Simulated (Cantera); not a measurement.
Feed: 1 mol Si(CH₃)₄, 3.9 mol HCl, 270 mol H₂, held at 3500 Pa.

Cantera equilibrium calculation (NASA polynomials, part measured and part estimated; ideal gas, pure solids and liquids). Candidate condensed phases: C, C₆H₆, C₇H₈, C₈H₁₈, Si, SiC; 109 gas species. The tables' values for SiCl are old estimates; treat these amounts as uncertain. Gases not in the tables: Si₂H₆ and higher silanes. Kinetics and transport are ignored.

### Question
At 2273 K, list the 6 most abundant gas species with their mole fractions, and the condensed phases.

### Answer
H₂ 0.936, H 0.0434, HCl 0.0130, C₂H₂ (acetylene) 0.00353, Si 0.00250, Cl 0.000436. Condensed: C(graphite).
